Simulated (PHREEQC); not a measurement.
Ca(OH)2 is added in steps, without added water, to 1 kg of water holding 0.0044 mol NiSO4, at 25 °C. Oxygen alone is held at its pressure in air (log pO2 = -0.68). No CO2 enters from the air. Precipitation was switched off in this run.

Base run: PHREEQC, ion-association model, wateq4f.dat. Each further column changes one thing. The table gives Ni+2 (mol/kgw).

```tsv
Ca(OH)2 added (mol)	base	Debye-Hückel limiting law	all activity coefficients set to 1	Davies equation for every ion	metal-ligand complexes left out
0	0.00348	0.00359	0.00283	0.00349	0.00440
0.00085	0.00263	0.00271	0.00212	0.00263	0.00330
0.0017	0.00192	0.00198	0.00155	0.00193	0.00240
0.002125	0.00160	0.00165	0.00128	0.00160	0.00199
0.002975	0.000987	0.00102	0.000782	0.000989	0.00121
0.003825	0.000462	0.000483	0.000350	0.000462	0.000552
0.004675	0.000111	0.000120	6.88e-5	0.000111	0.000125
0.005525	1.39e-5	1.58e-5	6.82e-6	1.39e-5	1.52e-5
0.006375	2.21e-6	2.58e-6	1.01e-6	2.20e-6	2.42e-6
0.0068	1.02e-6	1.20e-6	4.61e-7	1.02e-6	1.12e-6
0.00765	2.87e-7	3.42e-7	1.26e-7	2.84e-7	3.15e-7
0.0085	1.08e-7	1.31e-7	4.68e-8	1.07e-7	1.19e-7
```

In at least one series the solution becomes supersaturated in solids that the run did not let form, among them Ni(OH)2, Ni4(OH)6SO4.
